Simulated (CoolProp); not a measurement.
Properties of n-pentane along the isotherm 620 K.

Computed with CoolProp (reference Helmholtz-energy equation of state, Thol 2019).

```tsv
p (bar)	phase	Z	Joule-Thomson coefficient (K/MPa)	viscosity (µPa s)
0.16	gas	0.9994	3.533	13.9
0.284	gas	0.9989	(withheld)	13.9
0.505	gas	0.9981	3.537	13.9
0.898	gas	0.9966	3.541	13.9
1.6	gas	0.9939	(withheld)	13.9
2.84	gas	0.9893	3.562	(withheld)
5.05	gas	0.9809	3.585	(withheld)
8.98	gas	0.9660	3.626	13.5
16	gas	0.9395	3.696	(withheld)
28.4	gas	0.8932	3.804	12.9
50.5	supercritical	(withheld)	3.893	12.5
```

Problem. Complete the blanks.

Solution. 
- 0.284, Joule-Thomson coefficient (K/MPa): 3.535
- 1.6, Joule-Thomson coefficient (K/MPa): 3.549
- 2.84, viscosity (µPa s): 13.8
- 5.05, viscosity (µPa s): 13.7
- 16, viscosity (µPa s): 13.3
- 50.5, Z: 0.8141

Viscosity comes from a separate model (Quiñones-Cisneros 2006), older than the equation that it now runs on, and unchecked against measurements.
